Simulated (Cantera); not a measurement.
## CH₃Cl + H₂ + F₂ (fluorocarbon and chlorocarbon gases)

Feed: 1 mol CH₃Cl, 7.3 mol H₂, 0.018 mol F₂, held at 13.3 mbar.

Cantera equilibrium calculation (NASA polynomials, part measured and part estimated; ideal gas, pure solids and liquids). Candidate condensed phases: C, C₆H₆, C₇H₈, C₈H₁₈; 118 gas species. Rates play no part.

From 1973 K to 2873 K the condensed part is C(graphite). From 2973 K to 3173 K nothing is condensed. The main C-bearing gas is C₂H₂ (acetylene) at 1973 K and C₃ at 3173 K.

| T (K) | log p H₂ | log p H | log p HCl | log p Cl | log p C₂H₂ (acetylene) | log p C₃ | log p C | n C(graphite) |
|---|---|---|---|---|---|---|---|---|
| 1973 | -1.93 | -3.84 | -2.85 | -4.88 | -5.13 | -10.85 | -10.77 | 0.989 |
| 2073 | -1.94 | -3.55 | -2.86 | -4.60 | -4.85 | -9.80 | -9.86 | 0.980 |
| 2173 | -1.95 | -3.29 | -2.87 | -4.35 | -4.60 | -8.86 | -9.03 | 0.964 |
| 2273 | -1.96 | -3.06 | -2.88 | -4.12 | -4.38 | -8.00 | -8.27 | 0.939 |
| 2373 | -1.98 | -2.85 | -2.91 | -3.92 | -4.19 | -7.21 | -7.58 | 0.903 |
| 2473 | -2.01 | -2.66 | -2.95 | -3.74 | -4.03 | -6.49 | -6.94 | 0.852 |
| 2573 | -2.06 | -2.49 | -3.00 | -3.59 | -3.90 | -5.82 | -6.36 | 0.782 |
| 2673 | -2.13 | -2.35 | -3.08 | -3.47 | -3.80 | -5.21 | -5.81 | 0.686 |
| 2773 | -2.21 | -2.23 | -3.18 | -3.36 | -3.73 | -4.65 | -5.31 | 0.536 |
| 2873 | -2.33 | -2.14 | -3.31 | -3.29 | -3.70 | -4.12 | -4.84 | 0.237 |
| 2973 | -2.46 | -2.07 | -3.47 | -3.24 | -3.85 | -3.85 | -4.48 | 0 |
| 3073 | -2.62 | -2.01 | -3.64 | -3.21 | -4.15 | -3.80 | -4.21 | 0 |
| 3173 | -2.79 | -1.98 | -3.83 | -3.19 | -4.50 | -3.82 | -3.97 | 0 |
log p: log10 of the partial pressure in bar; n: condensed amount in mol.
